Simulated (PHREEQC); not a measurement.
A made-up water analysis in mmol/kgw, 20 °C, pH 3.02, pe 9.8: Na 3.03; K 0.0525; Ca 8.06; Mg 8.07; Cl 9.81; S(6) 14.3; Fe(3) 0.0379.

Valence states are taken as typed.

Computed with PHREEQC (ion-association model, phreeqc.dat).

Question: The ionic strength comes out as 0.0490 mol/kgw. What activity coefficients do KSO4-, H+, NaSO4-, Fe+3, Mg+2 get?

Answer: KSO4- 0.83, H+ 0.86, NaSO4- 0.83, Fe+3 0.25, Mg+2 0.49.

This is a speciation only: nothing precipitates in the calculation. Examples of supersaturated solids here: Hematite (slow to form), Goethite (slow to form). Others may be too. Species that the database lacks are ignored.
